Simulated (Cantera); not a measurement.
What does this Cantera script print?

```python
import numpy as np
import cantera as ct

gas_names = [...]  # 151 gases of nasa_gas.yaml made of C, H, N, O, Si
cond_names = """
    C(gr) C6H6(L) C7H8(L) C8H18(L),n-octa H2O(s) H2O(L) Si(cr) Si(L) SiC(b) SiO2(Lqz) SiO2(hqz) SiO2(L)
    Si2N2O(s) Si3N4(a)
""".split()


# ... load() reads the species with a 1 bar reference pressure and builds the phases ...
atoms = {
    'HMDSO': {'Si': 2, 'C': 6, 'H': 18, 'O': 1},
    'N2O': {'N': 2, 'O': 1},
    'H2': {'H': 2},
}
top_T = {'C(gr)': 4500, 'SiC(b)': 3050, 'Si2N2O(s)': 2100, 'Si3N4(a)': 2400}  # K; cautious upper limits of use, not melting points


# ... equilibrate(T, P, feed) seeds the gas with the atoms and calls Mixture.equilibrate('TP', solver="vcs", rtol=1e-11, max_steps=5000) ...
results = []
feed = {'HMDSO': 1, 'N2O': 0.35, 'H2': 40}  # mol
T = 2075  # K
P = 133.322  # Pa
mix = equilibrate(T, P, feed)
results.append((T, P, feed, dict(zip(mix.species_names, mix.species_moles))))
print(gas.report(threshold=1e-06))
for i in range(1, mix.n_phases):
    print(f"{mix.phase(i).name:16s} {mix.phase_moles(i):12.5e} mol")
```

Output:

```
       temperature   2075 K
          pressure   133.32 Pa
           density   2.3243e-05 kg/m^3
  mean mol. weight   3.0078 kg/kmol
   phase of matter   gas

                          1 kg             1 kmol
                     ---------------   ---------------
          enthalpy        2.3246e+07         6.992e+07  J
   internal energy         1.751e+07        5.2668e+07  J
           entropy             82758        2.4892e+05  J/K
    Gibbs function       -1.4848e+08       -4.4659e+08  J
 heat capacity c_p             11171             33599  J/K
 heat capacity c_v            8406.3             25285  J/K

                      mass frac. Y      mole frac. X     chem. pot. / RT
                     ---------------   ---------------   ---------------
                CN        2.6311e-05        3.0417e-06           -22.257
                CO           0.23533          0.025271           -44.534
               C2H        1.7013e-05        2.0444e-06           -18.856
    C2H2,acetylene         0.0095701         0.0011055           -32.023
                 H          0.023076          0.068859           -13.167
               HCN           0.01273         0.0014167           -35.424
               HNC        0.00082473        9.1788e-05           -35.424
                H2           0.59718           0.89098           -26.334
                N2          0.054637         0.0058662           -38.824
                Si          0.051105         0.0054732           -8.7311
              SiC2         0.0054941        0.00031714            -14.42
               SiH         0.0010447        0.00010801           -21.898
              SiH2        0.00010228         1.022e-05           -35.065
               SiN        4.6934e-05        3.3538e-06           -28.143
               SiO         0.0040773        0.00027819            -50.42
               Si2        9.0288e-05        4.8348e-06           -17.462
              Si2C         0.0046106         0.0002034           -20.307
     [ +134 minor]        2.9617e-05         2.566e-06

C(gr)             2.77244e+00 mol
Si(L)             0.00000e+00 mol
SiC(b)            1.65086e+00 mol
SiO2(L)           0.00000e+00 mol
Si2N2O(s)         0.00000e+00 mol
Si3N4(a)          0.00000e+00 mol
```

These are equilibrium values from Cantera (NASA tables, ideal gas, pure condensed phases), not measurements of a reactor. The feed counts by its element totals alone. Gases not in the tables: Si2H6 and higher silanes.
